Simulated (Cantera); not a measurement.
**Thermodynamics of carbon deposition, reforming and gasification, feed C3H6 + NH3 + H2O**

Input: 1 mol C3H6, 0.01 mol NH3, a varied amount of H2O, held at 1323.15 K and 0.133 bar.

Method: chemical equilibrium by Gibbs-energy minimisation in Cantera with the NASA 1993 tables (ideal gas, pure condensed phases). Candidate condensed phases: C, C6H6, C7H8, C8H18, H2O; 136 gas species. Rates play no part.

| n(H2O) (mol) | x H2 | x CO | x H2O | x CO2 | n C(graphite) |
|---|---|---|---|---|---|
| 0.39 | 0.895 | 0.103 | 8.97e-5 | 5.54e-6 | 2.61 |
| 1.1 | 0.788 | 0.211 | 0.000162 | 2.33e-5 | 1.90 |
| 1.9 | 0.720 | 0.279 | 0.000196 | 4.08e-5 | 1.10 |
| 2.6 | 0.682 | 0.316 | 0.000211 | 5.26e-5 | 0.399 |
| 3.4 | 0.647 | 0.310 | 0.0338 | 0.00871 | 0 |
| 4.1 | 0.615 | 0.275 | 0.0876 | 0.0211 | 0 |
| 4.9 | 0.583 | 0.243 | 0.142 | 0.0319 | 0 |
| 5.6 | 0.557 | 0.219 | 0.185 | 0.0391 | 0 |
x: gas mole fraction; n: condensed amount in mol.

From 0.39 mol H2O to 2.6 mol H2O the condensed part is C(graphite). From 3.4 mol H2O to 5.6 mol H2O nothing is condensed. The main C-bearing gas is CO throughout.
